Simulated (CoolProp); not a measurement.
Vapour-liquid equilibrium of R143a (1) + R1234yf (2) at 5.45 °C; x and y are mole fractions of (1).

Model: multi-fluid Helmholtz-energy mixture model, Lemmon and Jacobsen 2000 and Lemmon 2022; pair parameters Bell 2016, in CoolProp.

Task: Give the bubble pressure and the first vapour's composition at x = 0.05, 0.5, 0.8. Is there an azeotrope?

Result: x = 0.05: 3.981 bar, y = 0.090; x = 0.5: 5.610 bar, y = 0.633; x = 0.8: 6.634 bar, y = 0.868. No azeotrope shows between x = 0.05 and 0.95.

The pair parameters rest on a limited set of measurements; away from them the model extrapolates.
